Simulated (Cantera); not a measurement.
A closed system holds: 1 mol C2H4, 0.098 mol H2O, 71 mol H2, equilibrated at 133 Pa.

Cantera equilibrium calculation (NASA polynomials, part measured and part estimated; ideal gas, pure solids and liquids). Candidate condensed phases: C, C6H6, C7H8, C8H18, H2O; 110 gas species. Equilibrium is a limit: real reactors are often held back by kinetics, nucleation or transport. All values below are at 2373 K.

Base state: H2 0.679, H 0.315, C2H2 (acetylene) 0.00418, CO 0.00113, C2H 0.000105, C3 4.63e-5, C 1.98e-5, C4H2 1.06e-5 (mole fractions); condensed: C(graphite).

**Question.** What changes in the equilibrium state with this change: pressure from 133 Pa to 1000 Pa?

**Answer.** 
| species | before | after |
|---|---|---|
| H2 | 0.679 | 0.864 |
| H | 0.315 | 0.130 |
| C2H2 (acetylene) | 0.00418 | 0.00531 |
| C | 1.98e-5 | 2.64e-6 |
| C3 | 4.63e-5 | 6.18e-6 |
| C2H | 0.000105 | 4.31e-5 |
| C4H2 | 1.06e-5 | 1.34e-5 |
| CO | 0.00113 | 0.00125 |
| C(graphite), mol | 1.14 | 1.06 |
